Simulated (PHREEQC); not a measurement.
A made-up water analysis in mg/L, 25 °C, pH 6.5, pe 11.7: Na 2700; K 29.2; Ca 90.8; Mg 467; Cl 4790; S(6) as SO4 1350; Alkalinity as HCO3 0.815; F 0.656.

Cl is adjusted to close the charge balance.
Valence states are taken as typed.

All values are PHREEQC results (ion-association model, phreeqc.dat), not measurements.

| quantity | before | after |
|---|---|---|
| ionic strength (mol/kgw) | 0.180 | 0.287 |
| Mg+2 (mol/kgw) | 0.0160 | 0.0519 |
| SO4-2 (mol/kgw) | 0.00888 | 0.00675 |
| MgSO4 (mol/kgw) | 0.00341 | 0.00624 |
| NaSO4- (mol/kgw) | 0.00158 | 0.00103 |
| CaSO4 (mol/kgw) | 0.000302 | 0.000177 |
| SI of Gypsum (CaSO4:2H2O) | -1.18 | -1.40 |
| SI of Fluorite (CaF2) | -2.08 | -2.50 |

Question: What was changed between the two runs?
A) Na from 2700 to 8100 mg/L
B) pH from 6.5 to 7 at the same alkalinity
C) Mg from 467 to 1400 mg/L

Answer: C, Mg from 467 to 1400 mg/L

This is a speciation only: nothing precipitates in the calculation.
